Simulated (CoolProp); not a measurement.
Ethylene at 225.14 K and 0.238 MPa is compressed adiabatically to 0.848 MPa with isentropic efficiency 0.85. Each further row changes one setting.

Values from CoolProp's reference Helmholtz-energy equation of state, Smukala 2000.

| case | work (kJ/kg) | final temperature (K) | final density (kg/m³) |
|---|---|---|---|
| as stated | 111 | 307.0 | 9.76 |
| efficiency 1 | 93.9 | 296.8 | 10.1 |
| efficiency 0.65 | 145 | 327.4 | 9.07 |
